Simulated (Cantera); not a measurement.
**Reactions in the system C-N-Si**

Standard-state values (1 bar) from the NASA 1993 polynomials, evaluated with Cantera. Values are per mole of reaction as written; species without (g) are pure solids or liquids, kept so even where they would boil at 1 bar.

SiC2(g) + Si3N4 = 2 N2(g) + 2 Si2C(g)

| T (K) | ΔH° (kJ) | ΔS° (J/K) | ΔG° (kJ) | log10 K |
|---|---|---|---|---|
| 300 | 1200.8 | 518.2 | 1045.4 | -182.02 |
| 375 | 1201.2 | 519.3 | 1006.5 | -140.19 |
| 475 | 1201.0 | 518.9 | 954.6 | -104.97 |
| 575 | 1200.2 | 517.2 | 902.8 | -82.01 |
| 675 | 1198.7 | 514.8 | 851.1 | -65.86 |
| 775 | 1196.6 | 512.0 | 799.8 | -53.91 |
| 875 | 1194.0 | 508.8 | 748.8 | -44.70 |
| 975 | 1191.0 | 505.6 | 698.0 | -37.40 |

3 Si2C(g) + 4 N2(g) = 3 C + 2 Si3N4

| T (K) | ΔH° (kJ) | ΔS° (J/K) | ΔG° (kJ) | log10 K |
|---|---|---|---|---|
| 300 | -3096.3 | -1250.4 | -2721.2 | 473.79 |
| 375 | -3098.2 | -1256.1 | -2627.2 | 365.94 |
| 475 | -3098.8 | -1257.8 | -2501.4 | 275.07 |
| 575 | -3097.6 | -1255.4 | -2375.7 | 215.81 |
| 675 | -3094.6 | -1250.7 | -2250.4 | 174.14 |
| 775 | -3090.2 | -1244.6 | -2125.6 | 143.26 |
| 875 | -3084.5 | -1237.7 | -2001.5 | 119.48 |
| 975 | -3077.8 | -1230.5 | -1878.1 | 100.61 |
